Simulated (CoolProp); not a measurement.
n-hexane along the isobar 16700 kPa: Z from the reference equation and from simpler models built on Tc = 507.8 K, pc = 3044 kPa, ω = 0.300; each cubic takes its own stable root.

Computed with CoolProp (reference Helmholtz-energy equation of state, Thol 2019).

```tsv
T (K)	phase	reference
411.5	liquid	0.7283
427.2	liquid	0.7188
442.9	liquid	0.7112
458.6	liquid	0.7053
474.4	liquid	0.7014
490.1	liquid	0.6992
505.8	liquid	0.6990
521.5	supercritical	0.7007
537.2	supercritical	0.7043
552.9	supercritical	0.7099
568.6	supercritical	0.7176
584.3	supercritical	0.7272
600	supercritical	0.7388
```

Q: How far does each simpler model (Redlich-Kwong, Soave-Redlich-Kwong) lie from the reference over these 13 states: mean and median of the absolute difference, and the worst?

A: 
- Redlich-Kwong: mean 8.5 %, median 9.1 %, worst +10.9 % at 411.5 K and 16700 kPa
- Soave-Redlich-Kwong: mean 9.1 %, median 9.0 %, worst +10.1 % at 600 K and 16700 kPa
